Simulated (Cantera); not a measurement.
An adiabatic, constant-pressure homogeneous reactor starts with CH4 : O2 : N2 = 1 : 1.43 : 5.37 (molar parts), equivalence ratio 1.4, at 1725 K and 100000 Pa. Integrator tolerance rtol = 1e-08.

Detailed kinetics in Cantera: GRI-Mech 3.0 (53 species, 325 reactions).

What does this change do: pressure from 100000 Pa to 510000 Pa?


| quantity | before | after |
|---|---|---|
| time of steepest temperature rise | 0.196 ms | 52.3 µs |
| temperature at 1.00 s | 2826 K | 2945 K |
| equilibrium temperature | 2826 K | 2945 K |
| x(CH4) at 1.00 s | <1e-12 (gas-phase equilibrium <1e-12) | 1.78e-12 (gas-phase equilibrium 2.10e-12) |
| x(O2) at 1.00 s | 0.00379 (gas-phase equilibrium 0.00379) | 0.00214 (gas-phase equilibrium 0.00214) |
| x(C2H6) at 1.00 s | <1e-12 (gas-phase equilibrium <1e-12) | <1e-12 (gas-phase equilibrium <1e-12) |
| x(CH2O) at 1.00 s | 2.06e-9 (gas-phase equilibrium 2.06e-9) | 1.02e-8 (gas-phase equilibrium 1.02e-8) |
| x(CH2) at 1.00 s | <1e-12 (gas-phase equilibrium <1e-12) | 3.49e-12 (gas-phase equilibrium 3.68e-12) |
| x(CH2CO) at 1.00 s | <1e-12 (gas-phase equilibrium <1e-12) | <1e-12 (gas-phase equilibrium <1e-12) |
| x(C2H2) at 1.00 s | <1e-12 (gas-phase equilibrium <1e-12) | <1e-12 (gas-phase equilibrium <1e-12) |

What does this change do: initial temperature 1725 to 1100 K?


| quantity | before | after |
|---|---|---|
| time of steepest temperature rise | 0.196 ms | 0.250 s |
| temperature at 1.00 s | 2826 K | 2530 K |
| equilibrium temperature | 2826 K | 2530 K |
| x(CH4) at 1.00 s | <1e-12 (gas-phase equilibrium <1e-12) | <1e-12 (gas-phase equilibrium <1e-12) |
| x(O2) at 1.00 s | 0.00379 (gas-phase equilibrium 0.00379) | 0.000452 (gas-phase equilibrium 0.000452) |
| x(C2H6) at 1.00 s | <1e-12 (gas-phase equilibrium <1e-12) | <1e-12 (gas-phase equilibrium <1e-12) |
| x(CH2O) at 1.00 s | 2.06e-9 (gas-phase equilibrium 2.06e-9) | 1.81e-9 (gas-phase equilibrium 1.81e-9) |
| x(CH2) at 1.00 s | <1e-12 (gas-phase equilibrium <1e-12) | <1e-12 (gas-phase equilibrium <1e-12) |
| x(CH2CO) at 1.00 s | <1e-12 (gas-phase equilibrium <1e-12) | <1e-12 (gas-phase equilibrium <1e-12) |
| x(C2H2) at 1.00 s | <1e-12 (gas-phase equilibrium <1e-12) | <1e-12 (gas-phase equilibrium <1e-12) |
